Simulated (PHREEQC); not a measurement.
Dissolve 0.001 mol LiBr, 4.6e-05 mol MnCl2 and 0.00025 mol H4SiO4 per kg of water at 25 °C. Closed to the air; pH follows from the charge balance.

Model: ion-association model, wateq4f.dat, run in PHREEQC.

```tsv
quantity	before	after
pH	6.66	6.54
MnCl+ (mol/kgw)	1.48e-8	1.48e-8
SI of Pyrochroite (Mn(OH)2)	-6.28	-6.53
```

What was changed between the two runs?
(A) LiBr replaced by HBr at the same molality
(B) 2.7e-05 mol/kgw NaOH added
(C) H4SiO4 from 0.00025 to 0.0005 mol/kgw
(D) H4SiO4 left out
(E) diluted 10-fold with water

C, H4SiO4 from 0.00025 to 0.0005 mol/kgw

No solid was allowed to form. Some of these states are supersaturated (in Quartz (slow to form), Chalcedony (slow to form), for instance).
